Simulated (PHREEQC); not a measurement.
Solution (50 °C): 0.055 mol/kgw CuSO4. Closed to the air; pH follows from the charge balance.

All values are PHREEQC results (ion-association model, phreeqc.dat), not measurements.

Question: The ionic strength comes out as 0.119 mol/kgw. What activity coefficients do HSO4-, Cu2(OH)2+2, H+, Cu+2, CuOH+ get?

Answer: HSO4- 0.76, Cu2(OH)2+2 0.34, H+ 0.81, Cu+2 0.37, CuOH+ 0.75.

No solid was allowed to form. Away from 25 °C the constants follow the database's enthalpies or fits; those with neither stay at their 25 °C values.
